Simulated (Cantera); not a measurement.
Feed: 1 mol trisilylamine, 0.61 mol N2, held at 12.0 Pa.

These are equilibrium values from Cantera (NASA tables, ideal gas, pure condensed phases), not measurements of a reactor. Candidate condensed phases: Si, Si3N4; 18 gas species. The feed counts by its element totals alone. Mutual solubility and eutectic melting of coexisting phases are not modelled. Rates play no part.

Problem. Which condensed phases are stable at each of these points (T (°C)): 852, 902, 952, 1002, 1052, 1102, 1152, 1202, 1252, 1302, 1352, 1402?

Solution. 
```
T (°C)  condensed phases  Si condensed (%)
------  ----------------  ----------------
852     Si(s) + Si3N4(s)             100.0
902     Si(s) + Si3N4(s)             100.0
952     Si(s) + Si3N4(s)             100.0
1002    Si(s) + Si3N4(s)             100.0
1052    Si(s) + Si3N4(s)             100.0
1102    Si(s) + Si3N4(s)             100.0
1152    Si(s) + Si3N4(s)             100.0
1202               Si(s)             100.0
1252               Si(s)             100.0
1302               Si(s)              99.9
1352               Si(s)              99.7
1402               Si(s)              99.3
```

From 852 °C to 1152 °C the condensed part is Si(s) + Si3N4(s). From 1202 °C to 1402 °C the condensed part is Si(s).
